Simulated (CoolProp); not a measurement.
R114 at 298.15 K and 0.105 MPa is throttled through a valve to 0.0203 MPa with no heat exchange. Each further row changes one setting.

Values from CoolProp's reference Helmholtz-energy equation of state, Platzer 1990. This equation is an older, rougher fit.

```
case                         temperature change (K)  final density (kg/m³)
---------------------------  ----------------------  ---------------------
as stated                                      -1.6                   1.42
outlet pressure 0.00609 MPa                    -1.9                  0.423
outlet pressure 0.0264 MPa                     -1.5                   1.84
```
